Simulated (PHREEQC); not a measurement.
Polishing slurry liquid (model solution)

Consider water at 25 °C with 1.3 mmol/kgw TMAH, 0.017 mmol/kgw H4SiO4 and 35 mmol/kgw CuSO4. Closed to the air; pH follows from the charge balance.

Computed with PHREEQC (ion-association model, wateq4f.dat).

This is a speciation only: nothing precipitates in the calculation.

Q: What pH, ionic strength does the model give?

A: pH 5.45; ionic strength 0.0837 mol/kgw.

Q: In which forms is Cu present?

A: Cu+2 57 %, CuSO4 40 %, Cu2(OH)2+2 3.6 % of the Cu.

Examples of supersaturated solids here: Brochantite, Antlerite. Others may be too. (CH3)4N+ isn't in the database: it is added as a free cation with an ion size of 4 Å.
